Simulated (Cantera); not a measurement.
A perfectly stirred reactor is fed with CH4 : N2 = 1 : 35 (molar parts), at 0.0133 bar; it is held at 1425 K, and followed from long to short residence time.

Cantera simulation using GRI-Mech 3.0 (53 species, 325 reactions); the numbers are that mechanism's predictions, not measurements. GRI-Mech 3.0 stops at C3 and has no aromatics, soot or wall deposition, so with more carbon than oxygen in the feed, carbon stays in small species such as C2H2 where larger ones or solid carbon would form. Radical loss at walls, strong at low pressure, is not modelled.

Task: What does this change do: pressure from 0.0133 bar to 0.560 bar?

Result: 
| quantity | before | after |
|---|---|---|
| x(CH4) at τ = 2.90 s | 0.0264 | 0.0211 |
| x(H) at τ = 2.90 s | 3.06e-7 | 4.50e-7 |
| x(C2H) at τ = 2.90 s | 7.50e-11 | 1.66e-10 |
| x(CH3) at τ = 2.90 s | 7.32e-5 | 1.95e-5 |
| x(HCN) at τ = 2.90 s | 2.26e-10 | 1.30e-9 |
| x(CH4) at τ = 62.0 ms | 0.0278 | 0.0276 |
| x(H) at τ = 62.0 ms | 4.44e-9 | 1.88e-8 |
| x(C2H) at τ = 62.0 ms | <1e-12 | 1.48e-12 |
| x(CH3) at τ = 62.0 ms | 3.07e-6 | 2.26e-5 |
| x(HCN) at τ = 62.0 ms | <1e-12 | 1.94e-12 |

Task: What does this change do: temperature 1425 to 1925 K?

Result: 
| quantity | before | after |
|---|---|---|
| x(CH4) at τ = 2.90 s | 0.0264 | 0.000900 |
| x(H) at τ = 2.90 s | 3.06e-7 | 0.000425 |
| x(C2H) at τ = 2.90 s | 7.50e-11 | 1.99e-6 |
| x(CH3) at τ = 2.90 s | 7.32e-5 | 0.000191 |
| x(HCN) at τ = 2.90 s | 2.26e-10 | 0.000521 |
| x(CH4) at τ = 62.0 ms | 0.0278 | 0.0119 |
| x(H) at τ = 62.0 ms | 4.44e-9 | 0.000131 |
| x(C2H) at τ = 62.0 ms | <1e-12 | 5.86e-7 |
| x(CH3) at τ = 62.0 ms | 3.07e-6 | 0.00114 |
| x(HCN) at τ = 62.0 ms | <1e-12 | 7.63e-6 |
